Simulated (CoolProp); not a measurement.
Vapour-liquid equilibrium of carbon dioxide (1) + sulfur dioxide (2) at -45.65 °C; x and y are mole fractions of (1).

Model: multi-fluid Helmholtz-energy mixture model, Span 1996 and Gao 2016; pair parameters Bell 2016, in CoolProp.

| x | bubble pressure (MPa) | y at the bubble point | dew pressure at overall composition x (MPa) | liquid density (mol/L) |
|---|---|---|---|---|
| 0.05 | 0.06880 | 0.785 | 0.01609 | 24.36 |
| 0.125 | 0.1472 | 0.905 | 0.01745 | 24.55 |
| 0.2 | 0.2219 | 0.941 | 0.01907 | 24.73 |
| 0.275 | 0.2917 | 0.958 | 0.02103 | 24.90 |
| 0.35 | 0.3561 | 0.968 | 0.02342 | 25.08 |
| 0.425 | 0.4151 | 0.974 | 0.02642 | 25.24 |
| 0.5 | 0.4693 | 0.979 | 0.03031 | 25.39 |
| 0.575 | 0.5196 | 0.983 | 0.03554 | 25.53 |
| 0.65 | 0.5674 | 0.986 | 0.04295 | 25.65 |
| 0.725 | 0.6142 | 0.989 | 0.05426 | 25.75 |
| 0.8 | 0.6620 | 0.992 | 0.07365 | 25.83 |
| 0.875 | 0.7129 | 0.995 | 0.1145 | 25.87 |
| 0.95 | 0.7692 | 0.998 | 0.2554 | 25.88 |

No azeotrope shows between x = 0.05 and 0.95.

The pair parameters rest on a limited set of measurements; away from them the model extrapolates.
